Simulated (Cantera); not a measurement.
An isothermal, constant-pressure homogeneous reactor starts with 98.2 % N₂O, 1.77 % O₂, at 1475 K and 80000 Pa.

Detailed kinetics in Cantera: GRI-Mech 3.0 (53 species, 325 reactions). GRI-Mech 3.0 was tuned for natural gas; its chemistry of N2O as a main component is partial and can be far from experiment. The temperature is held fixed by assumption; the heat of reaction is taken as removed at once.

Question: Predict: x(N₂O) at 70.0 s; x(O₂) at 70.0 s; x(NO₂) at 70.0 s; x(O) at 70.0 s; x(NO) at 70.0 s; x(N₂) at 70.0 s.

Answer: 
```json
{
  "x(N₂O) at 70.0 s": "4.28e-6 (gas-phase equilibrium 6.39e-8)",
  "x(O₂) at 70.0 s": "0.283 (gas-phase equilibrium 0.341)",
  "x(NO₂) at 70.0 s": "0.000691 (gas-phase equilibrium 8.31e-6)",
  "x(O) at 70.0 s": "1.72e-6 (gas-phase equilibrium 1.88e-6)",
  "x(NO) at 70.0 s": "0.115 (gas-phase equilibrium 0.00126)",
  "x(N₂) at 70.0 s": "0.601 (gas-phase equilibrium 0.658)"
}
```
